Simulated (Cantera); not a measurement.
Cantera run, input and output.

```python
import numpy as np
import cantera as ct

gas = ct.Solution("h2o2.yaml")
gas.TPX = 425, 64000, {'H2': 1, 'O2': 0.278, 'N2': 1.25, 'H2O': 0.27}
flame = ct.FreeFlame(gas, width=0.055)
flame.set_refine_criteria(ratio=3, slope=0.08, curve=0.16)
flame.transport_model = "mixture-averaged"
flame.solve(loglevel=0, auto=True)
flame.transport_model = "multicomponent"
flame.soret_enabled = True
flame.solve(loglevel=0, refine_grid=True)
z, T = flame.grid, flame.T
thick = (T[-1] - T[0]) / np.gradient(T, z).max()
show = ['H2', 'O2', 'H2O', 'H', 'HO2', 'O']
print(f"laminar burning velocity  {flame.velocity[0] * 100:.3f} cm/s")
print(f"burnt temperature         {T[-1]:.1f} K")
print(f"thermal thickness         {thick * 1e3:.4f} mm")
print(f"grid points               {len(z)}")
z0 = z[flame.heat_release_rate.argmax()]
print(f"{'z/mm':>9s}{'T/K':>9s}{'u/(m/s)':>9s}" + "".join(f"{s:>11s}" for s in show))
rows = []
for k in (-3, -2, -1.5, -1, -0.5, -0.25, 0, 0.25, 0.5, 1, 2, 4, 8):
    zz = z0 + k * thick
    rows.append([k * thick, np.interp(zz, z, T), np.interp(zz, z, flame.velocity),
                 *(np.interp(zz, z, flame.X[gas.species_index(s)]) for s in show)])
    print(f"{rows[-1][0] * 1e3:9.3f}{rows[-1][1]:9.1f}{rows[-1][2]:9.3f}" + "".join(f"{x:11.3e}" for x in rows[-1][3:]))
```

Result:

```
laminar burning velocity  334.104 cm/s
burnt temperature         1897.8 K
thermal thickness         0.6108 mm
grid points               119
     z/mm      T/K  u/(m/s)         H2         O2        H2O          H        HO2          O
   -1.832    425.0    3.341  3.574e-01  9.936e-02  9.650e-02  1.093e-15  2.271e-12  2.166e-13
   -1.222    425.0    3.341  3.574e-01  9.936e-02  9.650e-02  1.198e-13  3.472e-10  2.373e-11
   -0.916    425.0    3.341  3.573e-01  9.938e-02  9.652e-02  1.931e-12  7.108e-09  3.493e-10
   -0.611    425.2    3.338  3.563e-01  9.953e-02  9.667e-02  2.420e-10  3.424e-07  9.720e-09
   -0.305    447.3    3.424  3.377e-01  1.020e-01  9.990e-02  1.812e-05  1.680e-04  2.861e-06
   -0.153    662.9    4.924  3.047e-01  9.716e-02  1.201e-01  2.380e-03  2.495e-04  1.101e-04
    0.000   1019.7    7.472  2.536e-01  7.347e-02  1.731e-01  1.793e-02  8.806e-05  1.068e-03
    0.153   1282.5    9.351  1.903e-01  3.538e-02  2.467e-01  4.121e-02  3.260e-05  2.463e-03
    0.305   1420.7   10.338  1.558e-01  1.146e-02  2.923e-01  5.250e-02  9.708e-06  1.982e-03
    0.611   1535.0   11.124  1.464e-01  1.711e-03  3.125e-01  4.983e-02  1.364e-06  1.090e-03
    1.222   1633.4   11.769  1.522e-01  6.930e-04  3.167e-01  3.857e-02  5.430e-07  7.210e-04
    2.443   1722.5   12.338  1.585e-01  3.741e-04  3.201e-01  2.713e-02  2.954e-07  4.084e-04
    4.886   1793.7   12.780  1.635e-01  1.690e-04  3.232e-01  1.761e-02  1.429e-07  1.894e-04
```

Detailed kinetics in Cantera: the H2/O2 subset of GRI-Mech 3.0, which has no nitrogen chemistry. Burning velocities carry a grid error of a few per cent, more on coarse grids.
